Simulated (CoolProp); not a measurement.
A Linde-Hampson liquefier for dry air: isothermal reversible compression at 280 K from 1 atm to 40 MPa, throttling to 1 atm, return gas leaving the recuperator 10 K below the feed. Each further row changes one setting.

Model: reference Helmholtz-energy equation of state, Lemmon 2000, in CoolProp. It is a pseudo-pure fit of the blend.

| case | liquid yield per pass | compression work (kJ/kg of gas) |
|---|---|---|
| as stated | 0.106 | 482 |
| high pressure 80 MPa | 0.073 | 561 |
| warm-end temperature 310 K | 0.074 | 538 |
| warm-end gap 15 K | 0.095 | 482 |
